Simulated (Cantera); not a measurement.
Feed: 1 mol HCl, 0.11 mol H₂O, a varied amount of N₂, held at 3027 °C and 0.100 bar.

Equilibrium computed with Cantera from the NASA thermochemical tables; the gas is ideal and each condensed phase is pure. Candidate condensed phases: H₂O, NH₄Cl; 29 gas species. The numbers say what is thermodynamically allowed, not how fast it happens.

### Question
At 1.1 mol N₂, list the 7 most abundant gas species with their mole fractions, and the condensed phases.

### Answer
N₂ 0.359, Cl 0.259, H 0.236, HCl 0.0684, H₂ 0.0416, O 0.0227, OH 0.00676. Condensed: gas only.
